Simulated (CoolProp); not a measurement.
A simple Rankine cycle with ethanol: condensing at 331.15 K, boiler at 0.474 MPa, turbine inlet 546.6 K, turbine efficiency 0.75, pump efficiency 0.8, no recuperator. Each further row changes one setting.

The numbers come from the reference Helmholtz-energy equation of state, Schroeder 2014 in CoolProp.

```csv
case,thermal efficiency (%),net work (kJ/kg),heat in (kJ/kg),turbine exit temperature (K),volume ratio over the turbine
as stated,12.3,158,1280,467.6,9.63
turbine inlet 566.6 K,12.4,165,1330,487.0,9.65
condensing temperature 323.15 K,13.8,180,1300,456.4,13.7
boiler pressure 0.332 MPa,10.7,138,1290,479.3,6.88
turbine efficiency 0.65,10.7,137,1280,478.2,9.85
```
